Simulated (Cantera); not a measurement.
Cantera run, input and output.

```python
import numpy as np
import cantera as ct

gas = ct.Solution("h2o2.yaml")
gas.TPX = 1325, 490000, {'H2': 1, 'O2': 0.294, 'N2': 1.11}
reactor = ct.IdealGasConstPressureReactor(gas, energy="on", clone=False)
net = ct.ReactorNet([reactor])
net.rtol, net.atol = 1e-08, 1e-16
show = ['H2', 'O2', 'HO2', 'H2O', 'H2O2', 'OH', 'H']
times = np.geomspace(7e-06, 0.5, 16)

steps = ct.SolutionArray(gas, extra=["t"])
rows = []
print(f"{'t/s':>10s}{'T/K':>9s}{'P/Pa':>11s}" + "".join(f"{s:>11s}" for s in show))
for t in times:
    while net.time < t:
        t_next = net.step()
        steps.append(gas.state, t=t_next)
    rows.append([np.interp(t, steps.t, y) for y in (steps.T, steps.P, *steps(*show).X.T)])
    print(f"{t:10.3e}{rows[-1][0]:9.1f}{rows[-1][1]:11.4g}" + "".join(f"{x:11.3e}" for x in rows[-1][2:]))
rate = np.gradient(steps.T, steps.t)
print("integrator steps:", len(steps.t))
if steps.T.max() > steps.T[0] + 200:
    print(f"time of steepest temperature rise: {steps.t[rate.argmax()]:.4e} s")
gas.TPX = 1325, 490000, {'H2': 1, 'O2': 0.294, 'N2': 1.11}
gas.equilibrate("HP")
print(f"equilibrium (HP): T = {gas.T:.1f} K  " + "  ".join(f"{s} {gas[s].X[0]:.3e}" for s in show))
```

Result:

```
       t/s      T/K       P/Pa         H2         O2        HO2        H2O       H2O2         OH          H
 7.000e-06   2128.6    4.9e+05  1.575e-01  5.351e-03  1.303e-05  2.209e-01  1.148e-06  1.794e-02  1.028e-01
 1.475e-05   2723.2    4.9e+05  1.821e-01  9.708e-04  2.011e-06  2.543e-01  2.811e-07  1.317e-02  3.608e-02
 3.107e-05   2849.1    4.9e+05  1.869e-01  3.908e-04  7.643e-07  2.633e-01  1.676e-07  9.208e-03  2.230e-02
 6.544e-05   2866.9    4.9e+05  1.876e-01  3.253e-04  6.224e-07  2.646e-01  1.486e-07  8.544e-03  2.036e-02
 1.379e-04   2867.2    4.9e+05  1.876e-01  3.241e-04  6.198e-07  2.646e-01  1.482e-07  8.531e-03  2.032e-02
 2.904e-04   2867.2    4.9e+05  1.876e-01  3.241e-04  6.198e-07  2.646e-01  1.482e-07  8.531e-03  2.032e-02
 6.119e-04   2867.2    4.9e+05  1.876e-01  3.241e-04  6.198e-07  2.646e-01  1.482e-07  8.531e-03  2.032e-02
 1.289e-03   2867.2    4.9e+05  1.876e-01  3.241e-04  6.198e-07  2.646e-01  1.482e-07  8.531e-03  2.032e-02
 2.715e-03   2867.2    4.9e+05  1.876e-01  3.241e-04  6.198e-07  2.646e-01  1.482e-07  8.531e-03  2.032e-02
 5.720e-03   2867.2    4.9e+05  1.876e-01  3.241e-04  6.198e-07  2.646e-01  1.482e-07  8.531e-03  2.032e-02
 1.205e-02   2867.2    4.9e+05  1.876e-01  3.241e-04  6.198e-07  2.646e-01  1.482e-07  8.531e-03  2.032e-02
 2.539e-02   2867.2    4.9e+05  1.876e-01  3.241e-04  6.198e-07  2.646e-01  1.482e-07  8.531e-03  2.032e-02
 5.348e-02   2867.2    4.9e+05  1.876e-01  3.241e-04  6.198e-07  2.646e-01  1.482e-07  8.531e-03  2.032e-02
 1.127e-01   2867.2    4.9e+05  1.876e-01  3.241e-04  6.198e-07  2.646e-01  1.482e-07  8.531e-03  2.032e-02
 2.373e-01   2867.2    4.9e+05  1.876e-01  3.241e-04  6.198e-07  2.646e-01  1.482e-07  8.531e-03  2.032e-02
 5.000e-01   2867.2    4.9e+05  1.876e-01  3.241e-04  6.198e-07  2.646e-01  1.482e-07  8.531e-03  2.032e-02
integrator steps: 1213
time of steepest temperature rise: 6.3361e-06 s
equilibrium (HP): T = 2867.2 K  H2 1.876e-01  O2 3.241e-04  HO2 6.198e-07  H2O 2.646e-01  H2O2 1.482e-07  OH 8.531e-03  H 2.032e-02
```

Computed with Cantera and the H2/O2 subset of GRI-Mech 3.0, which has no nitrogen chemistry. The hydrogen kinetics of GRI-Mech 3.0 are dated; newer H2 mechanisms differ, most at raised pressure.
